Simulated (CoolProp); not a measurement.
The fluid at 298.15 K and 0.241 MPa expands adiabatically to 0.0471 MPa with isentropic efficiency 1. The same conditions are run with several fluids, on thermodynamics alone (safety and materials aside).

The numbers come from the reference Helmholtz-energy equation of state of each fluid (carbonyl sulfide: Lemmon 2006; methane: Setzmann 1991; R22: Kamei 1995; ammonia: Gao 2020; R152A: Outcalt 1996) in CoolProp.

Rank carbonyl sulfide, methane, R22, ammonia, R152A by work (kJ/kg), highest first.

methane (208), ammonia (195), carbonyl sulfide (55.7), R152A (53.0), R22 (40.2)

```
fluid             final temperature (K)                       final phase  final density (kg/m³)
----------------  ---------------------  --------------------------------  ---------------------
carbonyl sulfide                  209.2                               gas                   1.65
methane                           200.5                               gas                  0.455
R22                               228.6                               gas                   2.18
ammonia                           225.6  two-phase, vapour fraction 0.962                  0.452
R152A                             237.8                               gas                   1.61
```
